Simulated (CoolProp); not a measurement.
A single-stage vapour-compression cycle with the fluid: evaporating at 254.15 K (dew point), condensing at 281.15 K (bubble point), superheat 8 K, subcooling 0 K, compressor efficiency 0.7, no pressure losses. The same conditions are run with several fluids, on thermodynamics alone (safety and materials aside).

Model: reference Helmholtz-energy equation of state of each fluid (isobutane: Bücker 2006; CH3F (R41): Lemmon 2006; hydrogen chloride: Thol 2018; R1336mzz(E): Akasaka 2023; R134a: Tillner-Roth 1994; R1224YDZ: Akasaka 2023), in CoolProp.

```
fluid              cooling COP  pressure ratio  discharge temperature (K)  refrigerating effect (kJ/kg)  volumetric capacity (kJ/m³)
-----------------  -----------  --------------  -------------------------  ----------------------------  ---------------------------
isobutane                 5.96            2.73                      298.9                           323                          670
CH3F (R41)                5.25            2.15                      325.3                           329                          ___
hydrogen chloride         5.27            2.08                      337.7                           309                         9310
R1336mzz(E)               5.89            3.45                        ___                           140                          ___
R134a                      ___            2.80                      304.7                           183                         1240
R1224YDZ                  6.00            3.48                      300.7                           161                          247
```

Question: Complete the blanks.

Answer: 
- CH3F (R41), volumetric capacity (kJ/m³): 7270
- R1336mzz(E), discharge temperature (K): 294.0
- R1336mzz(E), volumetric capacity (kJ/m³): 317
- R134a, cooling COP: 5.88
